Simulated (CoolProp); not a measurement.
Vapour-liquid equilibrium of dimethyl ether (1) + n-butane (2) at 208.1 K; x and y are mole fractions of (1).

The numbers come from the multi-fluid Helmholtz-energy mixture model, Wu 2011 and Bücker 2006; pair parameters Bell 2016 in CoolProp.

| x | bubble pressure, mixture model (MPa) | bubble pressure, Raoult's law (MPa) | y, mixture model | y, Raoult's law |
|---|---|---|---|---|
| 0.05 | 0.004583 | 0.003949 | 0.265 | 0.149 |
| 0.15 | 0.006283 | 0.004771 | 0.513 | 0.370 |
| 0.25 | 0.007565 | 0.005593 | 0.632 | 0.526 |
| 0.35 | 0.008538 | 0.006415 | 0.703 | 0.641 |
| 0.45 | 0.009290 | 0.007236 | 0.754 | 0.731 |
| 0.55 | 0.009893 | 0.008058 | 0.793 | 0.802 |
| 0.65 | 0.01040 | 0.008880 | 0.829 | 0.861 |
| 0.75 | 0.01085 | 0.009702 | 0.866 | 0.909 |
| 0.85 | 0.01126 | 0.01052 | 0.909 | 0.950 |
| 0.95 | 0.01161 | 0.01135 | 0.964 | 0.984 |

The largest gap from Raoult's law is +35.3 % in bubble pressure, at x = 0.25. No azeotrope shows between x = 0.05 and 0.95.

The pair parameters rest on a limited set of measurements; away from them the model extrapolates.
